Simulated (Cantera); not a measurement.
An isothermal, constant-pressure homogeneous reactor starts with C2H4 : H2 = 1 : 25 (molar parts), at 1575 K and 100000 Pa. Integrator tolerance rtol = 1e-08.

Computed with Cantera and GRI-Mech 3.0 (53 species, 325 reactions). GRI-Mech 3.0 was tuned for natural gas; its chemistry of ethylene as a main component is partial and can be far from experiment. GRI-Mech 3.0 stops at C3 and has no aromatics, soot or wall deposition, so with more carbon than oxygen in the feed, carbon stays in small species such as C2H2 where larger ones or solid carbon would form.

Question: What does this change do: 1.3 parts H2O added?

Answer: 
```csv
quantity,before,after
x(C2H4) at 20.0 s,0.00194 (gas-phase equilibrium 0.00194),0.00127 (gas-phase equilibrium 0.000338)
x(H2) at 20.0 s,0.939 (gas-phase equilibrium 0.939),0.907 (gas-phase equilibrium 0.934)
x(C2H2) at 20.0 s,0.0149 (gas-phase equilibrium 0.0149),0.0101 (gas-phase equilibrium 0.00263)
x(CH4) at 20.0 s,0.0436 (gas-phase equilibrium 0.0436),0.0346 (gas-phase equilibrium 0.0181)
x(C2H) at 20.0 s,1.89e-9 (gas-phase equilibrium 1.89e-9),1.30e-9 (gas-phase equilibrium 3.33e-10)
x(CH2) at 20.0 s,1.50e-9 (gas-phase equilibrium 1.50e-9),1.34e-9 (gas-phase equilibrium 6.26e-10)
```
